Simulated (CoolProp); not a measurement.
Properties of n-butane along the isobar 1.56 MPa.

Values from CoolProp's reference Helmholtz-energy equation of state, Bücker 2006.

```tsv
T (K)	phase	Joule-Thomson coefficient (K/MPa)	expansivity (1/kK)	viscosity (µPa s)	fugacity coefficient
320.7	liquid	-0.1848	2.308	…	0.2785
326.3	liquid	-0.1519	2.409	124	…
332	liquid	-0.1145	2.525	118	0.3611
337.6	liquid	-0.07319	2.656	112	0.4072
343.2	liquid	-0.02628	2.805	106	0.4565
348.8	liquid	0.02763	2.979	100	0.5092
354.4	liquid	0.09049	3.185	94.8	0.5652
360.1	liquid	0.1665	3.438	89.4	0.6253
365.7	liquid	0.2573	3.745	84.3	0.6875
371.3	liquid	…	4.135	…	0.7525
376.9	gas	…	…	10.1	0.7934
382.6	gas	16.68	6.826	10.2	0.8040
388.2	gas	15.39	6.223	10.3	0.8137
```

Fill in the missing entries.


- 320.7, viscosity (µPa s): 131
- 326.3, fugacity coefficient: 0.3178
- 371.3, Joule-Thomson coefficient (K/MPa): 0.3706
- 371.3, viscosity (µPa s): 79.2
- 376.9, Joule-Thomson coefficient (K/MPa): 18.25
- 376.9, expansivity (1/kK): 7.617

Viscosity comes from a separate model (Vogel 1999).
